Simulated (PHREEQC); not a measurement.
Consider water at 20 °C with 1.6 mol/kgw NH4Cl and 0.073 mol/kgw K2HPO4. Closed to the air; pH follows from the charge balance.

Equilibrium calculation in PHREEQC: ion-association model, phreeqc.dat.

| Property | Result |
|---|---|
| pH | 7.54 |
| ionic strength | 1.80 mol/kgw |
| activity of water | 0.942 |
| density | 1.032 g/cm³ |
| total alkalinity | 73.0 meq/kg |

```
species  molality  activity   log γ
-------  --------  --------  ------
Cl-          1.60     0.940  -0.231
NH4+         1.59     0.757  -0.323
K+          0.144    0.0826  -0.240
HPO4-2     0.0638   0.00904  -0.849
H2PO4-    0.00689   0.00434  -0.201
NH3       0.00687    0.0104   0.180
KHPO4-    0.00231   0.00146  -0.201
PO4-3     2.08e-5   1.27e-7  -2.214
OH-       4.12e-7   2.23e-7  -0.267
H+        3.97e-8   2.90e-8  -0.137
H3PO4     1.15e-8   1.74e-8   0.180
```

This is a speciation only: nothing precipitates in the calculation. Caution: at this ionic strength the ion-association model is outside its range; a Pitzer model would be the better tool where its parameters exist.
